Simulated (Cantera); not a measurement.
Input: 1 mol KOH, 4.1 mol H2O, 5.2 mol CO2, 0.0034 mol H2S, equilibrated at 8.80 mbar.

These are equilibrium values from Cantera (NASA tables, ideal gas, pure condensed phases), not measurements of a reactor. Candidate condensed phases: C, C6H6, C7H8, C8H18, H2O, H2SO4, K, KOH, KO2, K2CO3, K2O, K2O2, K2S, K2SO4, S; 130 gas species. Kinetics and transport are ignored.

Question: At 2048 K, list the 4 most abundant gas species with their mole fractions, and the condensed phases.

Answer: CO2 0.421, H2O 0.383, K 0.0616, CO 0.0447. Condensed: gas only.
